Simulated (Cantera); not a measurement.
A closed system holds: 1 mol CuO, a varied amount of CH₄, 1.6 mol CO, equilibrated at 1850 K and 88.0 Pa.

Cantera equilibrium calculation (NASA polynomials, part measured and part estimated; ideal gas, pure solids and liquids). Candidate condensed phases: C, C₆H₆, C₇H₈, C₈H₁₈, Cu, CuO, Cu(OH)₂, Cu₂O, H₂O; 113 gas species. The numbers say what is thermodynamically allowed, not how fast it happens.

Task: Which condensed phases are stable at each of these points (n(CH₄) (mol)): 0.37, 0.47, 0.6, 0.76, 0.98, 1.2, 1.6, 2, 2.6, 3.3, 4.3?

Result: 
| n(CH₄) (mol) | condensed phases | Cu condensed (%) |
|---|---|---|
| 0.37 | gas only | 0.0 |
| 0.47 | gas only | 0.0 |
| 0.6 | gas only | 0.0 |
| 0.76 | gas only | 0.0 |
| 0.98 | gas only | 0.0 |
| 1.2 | C(graphite) | 0.0 |
| 1.6 | C(graphite) | 0.0 |
| 2 | C(graphite) | 0.0 |
| 2.6 | C(graphite) | 0.0 |
| 3.3 | C(graphite) | 0.0 |
| 4.3 | C(graphite) | 0.0 |

From 0.37 mol CH₄ to 0.98 mol CH₄ nothing is condensed. From 1.2 mol CH₄ to 4.3 mol CH₄ the condensed part is C(graphite).
